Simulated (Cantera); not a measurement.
Cantera run:

```python
import numpy as np
import cantera as ct

gas_names = [...]  # 87 gases of nasa_gas.yaml made of C, H, Si
cond_names = """
    C(gr) C6H6(L) C7H8(L) C8H18(L),n-octa Si(cr) Si(L) SiC(b)
""".split()


# ... load() reads the species with a 1 bar reference pressure and builds the phases ...
atoms = {
    'Si(CH3)4': {'Si': 1, 'C': 4, 'H': 12},
    'C2H2': {'C': 2, 'H': 2},
    'H2': {'H': 2},
}
top_T = {'C(gr)': 4500, 'SiC(b)': 3050}  # K; cautious upper limits of use, not melting points


# ... equilibrate(T, P, feed) seeds the gas with the atoms and calls Mixture.equilibrate('TP', solver="vcs", rtol=1e-11, max_steps=5000) ...
results = []
feed = {'Si(CH3)4': 1, 'C2H2': 0.06, 'H2': 6.8}  # mol
P = 32000  # Pa
for T in [1598, 1648, 1698, 1748, 1798, 1848, 1898, 1948, 1998, 2048, 2098]:
    mix = equilibrate(T, P, feed)
    results.append((T, P, feed, dict(zip(mix.species_names, mix.species_moles))))
    x = sorted(zip(gas.X, gas.species_names), reverse=True)
    print(f"T = {T:g} K  P = {P:g} Pa  gas = {mix.phase_moles(0):.4g} mol")
    print("   x: " + "  ".join(f"{s} {v:.3e}" for v, s in x if v > 0.0001))
    print("   condensed (mol): " + ("  ".join(f"{mix.phase(i).name} {mix.phase_moles(i):.4g}"
          for i in range(1, mix.n_phases) if mix.phase_moles(i) > 1e-12) or "none"))
```

Output:

```
T = 1598 K  P = 32000 Pa  gas = 12.85 mol
   x: H2 9.994e-01  CH4 5.262e-04
   condensed (mol): C(gr) 3.113  SiC(b) 1
T = 1648 K  P = 32000 Pa  gas = 12.86 mol
   x: H2 9.994e-01  CH4 4.281e-04  H 1.574e-04
   condensed (mol): C(gr) 3.113  SiC(b) 1
T = 1698 K  P = 32000 Pa  gas = 12.86 mol
   x: H2 9.993e-01  CH4 3.527e-04  H 2.555e-04
   condensed (mol): C(gr) 3.114  SiC(b) 1
T = 1748 K  P = 32000 Pa  gas = 12.86 mol
   x: H2 9.992e-01  H 4.037e-04  CH4 2.938e-04  C2H2,acetylene 1.128e-04
   condensed (mol): C(gr) 3.113  SiC(b) 1
T = 1798 K  P = 32000 Pa  gas = 12.86 mol
   x: H2 9.990e-01  H 6.221e-04  CH4 2.473e-04  C2H2,acetylene 1.723e-04
   condensed (mol): C(gr) 3.112  SiC(b) 1
T = 1848 K  P = 32000 Pa  gas = 12.86 mol
   x: H2 9.986e-01  H 9.366e-04  C2H2,acetylene 2.571e-04  CH4 2.102e-04
   condensed (mol): C(gr) 3.111  SiC(b) 1
T = 1898 K  P = 32000 Pa  gas = 12.87 mol
   x: H2 9.981e-01  H 1.380e-03  C2H2,acetylene 3.755e-04  CH4 1.802e-04
   condensed (mol): C(gr) 3.108  SiC(b) 0.9999
T = 1948 K  P = 32000 Pa  gas = 12.87 mol
   x: H2 9.973e-01  H 1.995e-03  C2H2,acetylene 5.375e-04  CH4 1.557e-04
   condensed (mol): C(gr) 3.104  SiC(b) 0.9999
T = 1998 K  P = 32000 Pa  gas = 12.88 mol
   x: H2 9.963e-01  H 2.830e-03  C2H2,acetylene 7.552e-04  CH4 1.355e-04
   condensed (mol): C(gr) 3.099  SiC(b) 0.9998
T = 2048 K  P = 32000 Pa  gas = 12.88 mol
   x: H2 9.948e-01  H 3.948e-03  C2H2,acetylene 1.043e-03  CH4 1.187e-04
   condensed (mol): C(gr) 3.092  SiC(b) 0.9996
T = 2098 K  P = 32000 Pa  gas = 12.89 mol
   x: H2 9.930e-01  H 5.421e-03  C2H2,acetylene 1.417e-03  CH4 1.046e-04
   condensed (mol): C(gr) 3.083  SiC(b) 0.9992
```

Cantera equilibrium calculation (NASA polynomials, part measured and part estimated; ideal gas, pure solids and liquids). Gases not in the tables: Si2H6 and higher silanes.
